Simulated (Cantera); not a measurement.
**Equilibrium for calcination and drying: Ca(OH)₂ + CO₂**

A closed system holds: 1 mol Ca(OH)₂, 0.11 mol CO₂, held at 5400 Torr.

Cantera equilibrium calculation (NASA polynomials, part measured and part estimated; ideal gas, pure solids and liquids). Candidate condensed phases: C, C₆H₆, C₇H₈, C₈H₁₈, Ca, CaCO₃, CaO, Ca(OH)₂, H₂O; 115 gas species. Mutual solubility and eutectic melting of coexisting phases are not modelled. Kinetics and transport are ignored.

```csv
T (K),x H₂O,x CO₂,x H₂,x O₂,n CaCO₃(calcite),n Ca(OH)₂(s),n CaO(s)
848,0.999,0.000523,3.68e-9,1.83e-9,0.110,0.890,0
948,0.998,0.00247,4.34e-8,2.14e-8,0.108,0,0.892
1048,0.981,0.0195,3.16e-7,1.57e-7,0.0901,0,0.910
1148,0.901,0.0991,1.52e-6,8.27e-7,0,0,1.00
1248,0.901,0.0991,6.06e-6,3.38e-6,0,0,1.00
1348,0.901,0.0991,1.97e-5,1.13e-5,0,0,1.00
1448,0.901,0.0991,5.47e-5,3.20e-5,0,0,1.00
1548,0.901,0.0990,0.000133,7.93e-5,0,0,1.000
1648,0.900,0.0990,0.000290,0.000176,0,0,1.000
1748,0.900,0.0988,0.000579,0.000358,0,0,1.000
1848,0.899,0.0985,0.00107,0.000674,0,0,1.000
1948,0.897,0.0980,0.00187,0.00119,0,0,1.000
2048,0.894,0.0972,0.00308,0.00198,0,0,1.000
2148,0.890,0.0960,0.00485,0.00313,0,0,1.000
```
x: gas mole fraction; n: condensed amount in mol.

At 848 K the condensed part is CaCO₃(calcite) + Ca(OH)₂(s). From 948 K to 1048 K the condensed part is CaCO₃(calcite) + CaO(s). From 1148 K to 2148 K the condensed part is CaO(s).
